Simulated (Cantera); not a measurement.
An adiabatic, constant-pressure homogeneous reactor starts with CO : H₂ : O₂ : N₂ = 1 : 0.11 : 0.578 : 2.17 (molar parts), at 1175 K and 1.00 atm. Integrator tolerance rtol = 1e-08.

Cantera simulation using GRI-Mech 3.0 (53 species, 325 reactions); the numbers are that mechanism's predictions, not measurements.

**Question.** What does this change do: O2 0.578 to 0.23 parts?

**Answer.** 
```json
[
 {"quantity": "time of steepest temperature rise", "before": "0.112 ms", "after": "0.170 ms"},
 {"quantity": "temperature at 8.00 s", "before": "2658 K", "after": "2180 K"},
 {"quantity": "equilibrium temperature", "before": "2658 K", "after": "2180 K"},
 {"quantity": "x(CO) at 8.00 s", "before": "0.0835 (gas-phase equilibrium 0.0835)", "after": "0.190 (gas-phase equilibrium 0.190)"},
 {"quantity": "x(H₂) at 8.00 s", "before": "0.00157 (gas-phase equilibrium 0.00157)", "after": "0.00801 (gas-phase equilibrium 0.00801)"},
 {"quantity": "x(O₂) at 8.00 s", "before": "0.0391 (gas-phase equilibrium 0.0391)", "after": "1.00e-5 (gas-phase equilibrium 1.00e-5)"},
 {"quantity": "x(NO₂) at 8.00 s", "before": "3.78e-6 (gas-phase equilibrium 3.78e-6)", "after": "6.95e-10 (gas-phase equilibrium 6.95e-10)"},
 {"quantity": "x(O) at 8.00 s", "before": "0.00595 (gas-phase equilibrium 0.00595)", "after": "7.52e-6 (gas-phase equilibrium 7.52e-6)"}
]
```
